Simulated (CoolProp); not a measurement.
Computed with CoolProp (reference Helmholtz-energy equation of state, Fiedler 2023).

Task: For tetrahydrofuran, give the phase and the density (kg/m³), Joule-Thomson coefficient (K/MPa), isothermal compressibility (1/MPa), expansivity (1/kK) at -18.45 °C and 0.222 MPa.

Result: 
- -18.45 °C and 0.222 MPa: liquid; density 929, Joule-Thomson coefficient -0.481, isothermal compressibility 0.000711, expansivity 1.14
